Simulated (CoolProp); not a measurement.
Properties of sulfur dioxide along the isotherm 162.95 °C (Tc = 157.5 °C, pc = 7887 kPa, ω = 0.256).

Model: reference Helmholtz-energy equation of state, Gao 2016, in CoolProp.

```tsv
p (kPa)	phase	density (kg/m³)	cv (kJ/(kg K))	Joule-Thomson coefficient (K/MPa)	isothermal compressibility (1/MPa)	fugacity coefficient
37.4	gas	0.6618	0.5679	11.96	26.78	0.9984
60.4	gas	1.070	0.5683	11.97	16.60	0.9975
97.6	gas	1.732	0.5689	11.97	10.29	0.9959
158	gas	2.810	0.5700	11.97	6.372	0.9934
255	gas	4.555	0.5717	11.98	3.965	0.9893
412	gas	7.409	0.5745	11.99	2.471	0.9827
665	gas	12.09	0.5791	12.00	1.549	0.9721
1070	gas	19.83	0.5869	12.02	0.9816	0.9553
1740	gas	33.32	0.6005	12.06	0.6256	0.9276
2810	gas	57.04	0.6252	12.10	0.4145	0.8838
4530	gas	103.3	0.6749	12.11	0.2991	0.8141
7320	gas	232.5	0.8173	11.34	0.3380	0.6999
11800	supercritical	843.2	0.8265	1.705	0.03425	0.5041
```
